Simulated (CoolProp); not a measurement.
The numbers come from the reference Helmholtz-energy equation of state, Thol 2017 in CoolProp.

**Question.** For decamethyltetrasiloxane (MD2M), give the phase and the Z, cp (kJ/(kg K)), cv (kJ/(kg K)), speed of sound (m/s) at 463 K and 101 kPa; 476.7 K and 101 kPa; 586.3 K and 101 kPa.

**Answer.** 
- 463 K and 101 kPa: liquid; Z 0.0121, cp 2.10, cv 1.82, speed of sound 446
- 476.7 K and 101 kPa: gas; Z 0.932, cp 1.83, cv 1.79, speed of sound 106
- 586.3 K and 101 kPa: gas; Z 0.969, cp 2.02, cv 1.99, speed of sound 122
